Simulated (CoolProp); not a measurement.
The numbers come from the reference Helmholtz-energy equation of state, de Reuck 1993 in CoolProp.

**Question.** Give the vapour pressure (kPa), liquid density (kg/m³), vapour density (kg/m³), enthalpy of vaporisation (kJ/kg) of saturated methanol at 76.45, 91.95, 130.95 °C.

**Answer.** 
| T (°C) | p (kPa) | liquid density (kg/m³) | vapour density (kg/m³) | enthalpy of vaporisation (kJ/kg) |
|---|---|---|---|---|
| 76.45 | 159 | 736 | 1.88 | 1080 |
| 91.95 | 273 | 720 | 3.15 | 1040 |
| 130.95 | 863 | 673 | 9.75 | 931 |
